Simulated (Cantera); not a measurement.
Feed: 1 mol SiHCl₃, 65 mol N₂, a varied amount of H₂, held at 2148 K and 1.00 bar.

Method: chemical equilibrium by Gibbs-energy minimisation in Cantera with the NASA 1993 tables (ideal gas, pure condensed phases). Candidate condensed phases: NH₄Cl, Si, Si₃N₄; 28 gas species. Gases not in the tables: Si₂H₆ and higher silanes. Kinetics and transport are ignored.

Which condensed phases are stable at each of these points (n(H₂) (mol)): 0.28, 0.84, 1.4, 1.9, 2.5, 3.1, 3.6, 4.2, 4.7, 5.3, 5.8, 6.4?


```
n(H₂) (mol)  condensed phases  Si condensed (%)
-----------  ----------------  ----------------
0.28                 gas only               0.0
0.84                 gas only               0.0
1.4                  gas only               0.0
1.9                  gas only               0.0
2.5                     Si(l)               0.7
3.1                     Si(l)               5.0
3.6                     Si(l)               8.2
4.2                     Si(l)              11.6
4.7                     Si(l)              14.1
5.3                     Si(l)              16.9
5.8                     Si(l)              19.0
6.4                     Si(l)              21.4
```

From 0.28 mol H₂ to 1.9 mol H₂ nothing is condensed. From 2.5 mol H₂ to 6.4 mol H₂ the condensed part is Si(l).
